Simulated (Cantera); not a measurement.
A diamond (100) surface in a fixed gas of H2 with x(CH4) = 0.0033, x(H) = 0.00036, x(CH3) = 5.5e-05, at 1275 K; coverages are run to steady state.

Model: the Harris–Goodwin 1993 mechanism for the reconstructed diamond (100) surface, integrated in Cantera.

One state of this run: growth (µm/h) = 0.288; θ c6HH = 0.496; θ c6H* = 0.0401; θ c6*H = 0.447; θ c6** = 0.0154; θ c6HM = 0.000290. θ: site fractions in the mechanism's names (c6HH fully hydrogenated, c6H* and c6*H radical sites, c6** diradical, c6HM methylated).

Question: Which value of P (Pa) does it belong to?
(A) 10000
(B) 2300
(C) 6300
(D) 1400

Answer: A, 10000
